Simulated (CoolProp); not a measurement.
Aqueous magnesium chloride as a coolant, 9 % by mass, freezing at -6.9 °C, 1 atm.

Values from CoolProp's Melinder's fits for secondary coolants.

| T (°C) | conductivity (W/(m K)) | cp (kJ/(kg K)) | Prandtl number | density (kg/m³) |
|---|---|---|---|---|
| -2.8 | 0.538 | 3.626 | … | … |
| 7.4 | … | 3.644 | 13.4 | 1078 |
| 17.7 | … | 3.661 | 9.59 | … |
| 28 | 0.592 | 3.677 | 7.08 | 1072 |
| 38.2 | 0.609 | 3.691 | … | 1068 |

Q: Some entries are withheld; supply them.

A: 
- -2.8, Prandtl number: 19.7
- -2.8, density (kg/m³): 1080
- 7.4, conductivity (W/(m K)): 0.557
- 17.7, conductivity (W/(m K)): 0.575
- 17.7, density (kg/m³): 1075
- 38.2, Prandtl number: 5.27
